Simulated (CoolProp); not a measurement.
The fluid at 298.15 K and 0.589 MPa is throttled through a valve to 0.0581 MPa with no heat exchange. The same conditions are run with several fluids, on thermodynamics alone (safety and materials aside).

The numbers come from the reference Helmholtz-energy equation of state of each fluid (nitrogen: Span 2000; R125: Lemmon 2005; CF4 (R14): Platzer 1990; dry air: Lemmon 2000; sulfur hexafluoride: Guder 2009) in CoolProp. The equations of Platzer and Polt are older, rougher fits. Blends and air are pseudo-pure fits.

| fluid | temperature change (K) | final density (kg/m³) |
|---|---|---|
| nitrogen | -1.1 | 0.659 |
| R125 | -8.0 | 2.92 |
| CF4 (R14) | -3.0 | 2.09 |
| dry air | -1.2 | 0.682 |
| sulfur hexafluoride | -5.3 | 3.51 |
